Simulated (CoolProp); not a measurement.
Vapour pressure (MPa) of hexamethyldisiloxane (MM): the reference equation beside estimates from Tc = 245.6 °C, pc = 1.931 MPa, ω = 0.418. Clausius-Clapeyron is anchored at 75.95 °C with a constant enthalpy of vaporisation of 33.31 kJ/mol.

The numbers come from the reference Helmholtz-energy equation of state, Thol 2016 in CoolProp.

| T (°C) | reference | Lee-Kesler | Clausius-Clapeyron | van der Waals | Redlich-Kwong | Peng-Robinson |
|---|---|---|---|---|---|---|
| 73.35 | 0.04270 | 0.04247 | 0.04286 | 0.3036 | 0.1123 | 0.04294 |
| 75.95 | 0.04671 | 0.04651 | 0.04671 | 0.3158 | 0.1201 | 0.04694 |
| 78.55 | 0.05102 | 0.05084 | 0.05085 | 0.3284 | 0.1283 | 0.05123 |
| 81.05 | 0.05546 | 0.05531 | 0.05511 | 0.3407 | 0.1365 | 0.05565 |
| 83.65 | 0.06039 | 0.06028 | 0.05984 | 0.3539 | 0.1454 | 0.06056 |
| 86.25 | 0.06566 | 0.06559 | 0.06490 | 0.3674 | 0.1548 | 0.06581 |
| 88.75 | 0.07106 | 0.07105 | 0.07010 | 0.3807 | 0.1642 | 0.07120 |
| 91.35 | 0.07705 | 0.07709 | 0.07586 | 0.3948 | 0.1745 | 0.07716 |
| 93.85 | 0.08317 | 0.08327 | 0.08176 | 0.4088 | 0.1847 | 0.08326 |
| 96.45 | 0.08993 | 0.09010 | 0.08828 | 0.4236 | 0.1958 | 0.09001 |
| 99.05 | 0.09711 | 0.09736 | 0.09523 | 0.4388 | 0.2074 | 0.09717 |
| 101.55 | 0.1044 | 0.1048 | 0.1023 | 0.4537 | 0.2190 | 0.1045 |
| 104.15 | 0.1125 | 0.1129 | 0.1101 | 0.4695 | 0.2316 | 0.1125 |

Absolute difference from the reference over all 13 rows, mean and median: Lee-Kesler 0.3 and 0.3 %, Clausius-Clapeyron 1.2 and 1.4 %, van der Waals 446.5 and 435.7 %, Redlich-Kwong 132.4 and 131.1 %, Peng-Robinson 0.2 and 0.2 %.
